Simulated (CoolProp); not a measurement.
c-C4F8 (RC318) along the isotherm 238.3 K: Z from the reference equation and from simpler models built on Tc = 388.4 K, pc = 27.78 bar, ω = 0.355; each cubic takes its own stable root.

Values from CoolProp's reference Helmholtz-energy equation of state, Platzer 1990. This equation is an older, rougher fit; its heat capacities, sound speeds and derivatives of the liquid may be far off and weren't checked against measurements.

```json
[
 {"p (bar)": "0.132", "phase": "gas", "reference": "0.9922"},
 {"p (bar)": "0.271", "phase": "liquid", "reference": "0.001597"},
 {"p (bar)": "0.556", "phase": "liquid", "reference": "0.003276"},
 {"p (bar)": "1.14", "phase": "liquid", "reference": "0.006716"},
 {"p (bar)": "2.34", "phase": "liquid", "reference": "0.01378"},
 {"p (bar)": "4.81", "phase": "liquid", "reference": "0.02832"},
 {"p (bar)": "9.88", "phase": "liquid", "reference": "0.05812"},
 {"p (bar)": "20.3", "phase": "liquid", "reference": "0.1192"}
]
```

Q: How far does each simpler model (van der Waals, Soave-Redlich-Kwong) lie from the reference over these 8 states: mean and median of the absolute difference, and the worst?

A: 
- van der Waals: mean 14093.7 %, median 3305.1 %, worst +61953.9 % at 238.3 K and 0.271 bar
- Soave-Redlich-Kwong: mean 5.2 %, median 6.0 %, worst +6.0 % at 238.3 K and 0.271 bar

At some of these states van der Waals gives the other phase, because its saturation line lies elsewhere.
